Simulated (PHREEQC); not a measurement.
Consider water at 25 °C with 180 mmol/kgw KOH, 0.0058 mmol/kgw CO2 and 0.086 mmol/kgw (CH3)4NCl. Closed to the air; pH follows from the charge balance.

Computed with PHREEQC (ion-association model, phreeqc.dat).

| quantity | before | after |
|---|---|---|
| pH | 13.11 | 12.84 |
| HCO3- (mol/kgw) | 4.11e-9 | 4.51e-9 |
| SI of Sylvite (KCl) | -5.99 | -6.54 |

Task: Name the change that produced these shifts.
A) (CH3)4NCl from 8.6e-05 to 9.46e-05 mol/kgw
B) diluted 2-fold with water
C) KOH from 0.18 to 0.018 mol/kgw
D) KOH from 0.18 to 1.8 mol/kgw
E) CO2 from 5.8e-06 to 2.9e-05 mol/kgw

Result: B, diluted 2-fold with water

This is a speciation only: nothing precipitates in the calculation. (CH3)4N+ isn't in the database: it is added as a free cation with an ion size of 4 Å.
